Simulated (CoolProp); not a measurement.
Computed with CoolProp (reference Helmholtz-energy equation of state, Lemmon 2006). It is a short technical equation, of lower accuracy than the large ones.

### Question
Give the vapour pressure (MPa), liquid density (kg/m³), vapour density (kg/m³), enthalpy of vaporisation (kJ/kg) of saturated acetone at 252.6 K.

### Answer
```tsv
T (K)	p (MPa)	liquid density (kg/m³)	vapour density (kg/m³)	enthalpy of vaporisation (kJ/kg)
252.6	0.00282	834	0.0784	578
```
